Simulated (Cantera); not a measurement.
Input: 1 mol SiC, 3.7 mol H2O, 2 mol H2, equilibrated at 1600 K and 0.00133 bar.

Equilibrium computed with Cantera from the NASA thermochemical tables; the gas is ideal and each condensed phase is pure. Candidate condensed phases: C, C6H6, C7H8, C8H18, H2O, Si, SiC, SiO2; 123 gas species. The tables hold silica as quartz up to 1696 K and as liquid above; real silica turns to tridymite and cristobalite and melts near 1996 K. The numbers say what is thermodynamically allowed, not how fast it happens.

Base state: H2 0.751, CO 0.143, H2O 0.0983, CO2 0.00622, H 0.00129, SiO 0.000147 (mole fractions); condensed: SiO2(β-quartz).

Q: What changes in the equilibrium state with this change: H2O from 3.7 to 0.016 mol?

A: 
```
species                before    after
-------------------  --------  -------
H2                      0.751    0.991
CO                      0.143  0.00394
SiO                  0.000147  0.00393
H2O                    0.0983  8.43e-8
CO2                   0.00622    <1e-9
Si                      <1e-9  1.42e-5
SiO2(β-quartz), mol     0.999        0
SiC(s), mol                 0    0.992
```
